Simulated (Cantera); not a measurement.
An adiabatic, constant-volume homogeneous reactor starts with C3H8 : O2 : N2 : H2O = 1 : 8.62 : 32.4 : 2.7 (molar parts), equivalence ratio 0.58, at 1400 K and 0.240 bar.

Computed with Cantera and GRI-Mech 3.0 (53 species, 325 reactions). GRI-Mech 3.0 was tuned for natural gas; its chemistry of propane as a main component is partial and can be far from experiment.

Question: Predict: time of steepest temperature rise; temperature at 1.00 s; equilibrium temperature; x(O2) at 1.00 s; x(H2O) at 1.00 s; x(H2O2) at 1.00 s.

Answer: 
```json
{
  "time_of_steepest_temperature_rise": "0.479 ms",
  "temperature at 1.00 s": "2508 K",
  "equilibrium_temperature": "2508 K",
  "x(O2) at 1.00 s": "0.0729 (gas-phase equilibrium 0.0729)",
  "x(H2O) at 1.00 s": "0.130 (gas-phase equilibrium 0.130)",
  "x(H2O2) at 1.00 s": "1.69e-7 (gas-phase equilibrium 1.69e-7)"
}
```
